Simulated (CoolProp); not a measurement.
Chloromethane (R40) along the isotherm 500 K: density (kg/m³) from the reference equation and from simpler models built on Tc = 418.6 K, pc = 6.929 MPa, ω = 0.150; each cubic takes its own stable root.

The numbers come from the reference Helmholtz-energy equation of state, Thol 2014 in CoolProp.

```
p (MPa)  phase  reference  ideal gas  van der Waals  Redlich-Kwong  Soave-Redlich-Kwong  Peng-Robinson
-------  -----  ---------  ---------  -------------  -------------  -------------------  -------------
0.267      gas      3.268      3.243          3.267          3.268                3.266          3.270
0.533      gas      6.576      6.473          6.571          6.576                6.569          6.585
0.8        gas      9.949      9.716          9.938          9.949                9.934          9.971
1.07       gas      13.42      12.99          13.40          13.42                13.39          13.46
1.33       gas      16.81      16.15          16.78          16.81           (withheld)          16.87
1.6        gas      20.40      19.43     (withheld)          20.40                20.33          20.48
1.87       gas      24.04      22.71          24.00          24.05                23.95          24.16
2.13       gas      27.62      25.87          27.56          27.62                27.49          27.77
2.4        gas      31.39      29.15          31.33          31.40           (withheld)          31.59
2.67       gas      35.24      32.43          35.16          35.25                35.03          35.48
2.93       gas      39.01      35.58          38.93          39.03                38.76          39.30
3.2        gas      43.00      38.86          42.92          43.02                42.69          43.34
3.46       gas      46.92      42.02          46.83          46.94                46.54          47.31
```

Q: What belongs in the gaps?

A: 
- 1.33, Soave-Redlich-Kwong: 16.77
- 1.6, van der Waals: 20.36
- 2.4, Soave-Redlich-Kwong: 31.23
